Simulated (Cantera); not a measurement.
A closed system holds: 1 mol V, 0.71 mol O2, a varied amount of H2, at 1325 K and 1 atm.

Method: chemical equilibrium by Gibbs-energy minimisation in Cantera with the NASA 1993 tables (ideal gas, pure condensed phases). Candidate condensed phases: H2O, V, VO, V2O3, V2O4, V2O5; 12 gas species. Mutual solubility and eutectic melting of coexisting phases are not modelled. VO: taken at fixed stoichiometry. Condensed phases not in the tables: the oxides between V2O3 and V2O5 other than VO2. The numbers say what is thermodynamically allowed, not how fast it happens.

x: gas mole fraction; n: condensed amount in mol.

```
n(H2) (mol)   x H2    x H2O      x H  n VO(s)  n V2O3(s)
-----------  -----  -------  -------  -------  ---------
3            0.999  0.00121  1.62e-6    0.167      0.416
6.1          0.999  0.00121  1.62e-6    0.175      0.413
12           0.999  0.00121  1.62e-6    0.189      0.405
25           0.999  0.00121  1.62e-6    0.220      0.390
50           0.999  0.00121  1.62e-6    0.281          …
100          0.999  0.00121  1.62e-6    0.402          …
210          0.999  0.00121  1.62e-6    0.668          …
410          0.999  0.00102  1.62e-6     1.00          …
```

**Question.** Fill in the missing entries.

**Answer.** 
- 50, n V2O3(s): 0.360
- 100, n V2O3(s): 0.299
- 210, n V2O3(s): 0.166
- 410, n V2O3(s): 0
